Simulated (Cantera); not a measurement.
# HMDSO + H2O + H2 (silicon oxide and oxynitride deposition)

Charge: 1 mol HMDSO, 23 mol H2O, 0.6 mol H2, at 180 Torr.

Equilibrium computed with Cantera from the NASA thermochemical tables; the gas is ideal and each condensed phase is pure. Candidate condensed phases: C, C6H6, C7H8, C8H18, H2O, Si, SiC, SiO2; 123 gas species. The feed counts by its element totals alone. The tables hold silica as quartz up to 1696 K and as liquid above; real silica turns to tridymite and cristobalite and melts near 1996 K. Gases not in the tables: Si(OH)4. Equilibrium is a limit: real reactors are often held back by kinetics, nucleation or transport.

From 500 K to 800 K the condensed part is SiO2(α-quartz). From 900 K to 1600 K the condensed part is SiO2(β-quartz). From 1700 K to 1800 K the condensed part is SiO2(condensed).

```csv
T (K),x H2O,x H2,x CH4,x CO,x CO2,x H,x OH,x SiO,n SiO2(α-quartz),n SiO2(β-quartz),n SiO2(condensed)
500,0.732,0.0455,0.217,2.64e-6,0.00581,<1e-12,<1e-12,<1e-12,2.00,0,0
600,0.636,0.154,0.177,0.000281,0.0329,<1e-12,<1e-12,<1e-12,2.00,0,0
700,0.469,0.342,0.106,0.00592,0.0764,<1e-12,<1e-12,<1e-12,2.00,0,0
800,0.317,0.518,0.0299,0.0376,0.0972,4.26e-12,<1e-12,<1e-12,2.00,0,0
900,0.283,0.561,0.00194,0.0713,0.0828,1.79e-10,<1e-12,<1e-12,0,2.00,0
1000,0.295,0.549,0.000107,0.0877,0.0677,3.43e-9,4.08e-12,<1e-12,0,2.00,0
1100,0.307,0.538,9.33e-6,0.0995,0.0560,3.87e-8,9.84e-11,<1e-12,0,2.00,0
1200,0.316,0.529,1.20e-6,0.108,0.0471,2.93e-7,1.40e-9,<1e-12,0,2.00,0
1300,0.322,0.522,2.10e-7,0.115,0.0403,1.63e-6,1.32e-8,1.42e-11,0,2.00,0
1400,0.328,0.517,4.70e-8,0.120,0.0351,7.14e-6,8.99e-8,5.05e-10,0,2.00,0
1500,0.332,0.513,1.29e-8,0.124,0.0311,2.57e-5,4.75e-7,1.10e-8,0,2.00,0
1600,0.335,0.510,4.15e-9,0.128,0.0279,7.92e-5,2.04e-6,1.63e-7,0,2.00,0
1700,0.337,0.507,1.53e-9,0.130,0.0253,0.000214,7.36e-6,1.73e-6,0,0,2.00
1800,0.339,0.505,6.33e-10,0.132,0.0233,0.000519,2.31e-5,1.36e-5,0,0,2.00
```
x: gas mole fraction; n: condensed amount in mol.
